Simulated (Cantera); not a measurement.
A freely propagating, adiabatic, planar premixed flame of 35.1 % H2, 13.5 % O2, 51.3 % N2, equivalence ratio 1.3, unburnt at 675 K and 0.132 atm; mixture-averaged transport, grid criteria slope 0.08 and curve 0.16, no radiation.

Cantera simulation using the H2/O2 subset of GRI-Mech 3.0, which has no nitrogen chemistry; the numbers are that mechanism's predictions, not measurements. Burning velocities carry a grid error of a few per cent, more on coarse grids.

**Question.** Predict: laminar burning velocity; thermal thickness; peak x(OH); peak x(HO2); peak x(O); peak x(H).

**Answer.** 
```json
{
  "laminar_burning_velocity": "833 cm/s",
  "thermal_thickness": "6.88 mm",
  "peak x(OH)": "0.0167",
  "peak x(HO2)": "3.54e-5",
  "peak x(O)": "0.0125",
  "peak x(H)": "0.122"
}
```
